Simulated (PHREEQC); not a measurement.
Model water analysis in mg/L, 25 °C, pH 6.58, pe 1.6:

| constituent | mg/L |
|---|---|
| Na | 1.28 |
| K | 0.468 |
| Ca | 0.451 |
| Mg | 0.246 |
| Cl | 2.27 |
| S(6) as SO4 | 0.427 |
| Alkalinity as HCO3 | 2.36 |
| Mn(2) | 0.00128 |
| Si as SiO2 | 0.0108 |

Valence states are taken as typed.

The numbers come from PHREEQC with the ion-association model, phreeqc.dat.

This is a speciation only: nothing precipitates in the calculation.

**Question.** Estimate the charge-balance error.

**Answer.** charge-balance error -0.5 %.

**Question.** In which forms is C present?

**Answer.** HCO3- 63 %, CO2 37 % of the C.

Complexes and solids missing from the database can't appear.
